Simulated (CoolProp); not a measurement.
Vapour-liquid equilibrium of acetone (1) + n-hexane (2) at 121.05 °C; x and y are mole fractions of (1).

Values from CoolProp's multi-fluid Helmholtz-energy mixture model, Lemmon 2006 and Thol 2019; pair parameters Bell 2016.

```tsv
x	bubble pressure, mixture model (bar)	bubble pressure, Raoult's law (bar)	y, mixture model	y, Raoult's law
0.05	4.716	4.201	0.155	0.074
0.125	(withheld)	4.358	0.298	0.178
0.2	5.929	4.515	0.388	0.274
0.275	(withheld)	4.673	0.453	0.365
0.35	(withheld)	4.830	0.503	0.449
0.425	6.751	4.988	0.546	0.528
0.5	6.886	5.145	0.585	0.602
0.575	6.974	5.303	0.622	0.672
0.65	7.017	5.460	0.662	0.737
0.725	7.008	5.618	0.706	0.800
0.8	6.936	5.775	0.759	0.858
0.875	(withheld)	5.933	0.826	0.914
0.95	6.486	6.090	(withheld)	0.966
```

**Question.** Complete the blanks.

**Answer.** 
- 0.125, bubble pressure, mixture model (bar): 5.422
- 0.275, bubble pressure, mixture model (bar): 6.294
- 0.35, bubble pressure, mixture model (bar): 6.559
- 0.875, bubble pressure, mixture model (bar): 6.774
- 0.95, y, mixture model: 0.917

The largest gap from Raoult's law is +35.8 % in bubble pressure, at x = 0.35. y crosses x between x = 0.65 and 0.725: the model has an azeotrope there.

The pair parameters rest on a limited set of measurements; away from them the model extrapolates.
